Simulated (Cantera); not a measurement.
Cantera with NASA thermochemical tables; ideal gases at 1 bar, condensed phases pure. Values are per mole of reaction as written; species without (g) are pure solids or liquids, kept so even where they would boil at 1 bar.

Q: Between 350 and 650 K, where is each reaction favourable under standard conditions?
- 2 Cr + N2O(g) → Cr2N + NO(g)

A: 
- 2 Cr + N2O(g) → Cr2N + NO(g): ΔG° is -119 kJ at 350 K and -123 kJ at 650 K; it stays negative (K > 1). ΔH° is -113 kJ and ΔS° 15 J/K at 650 K.
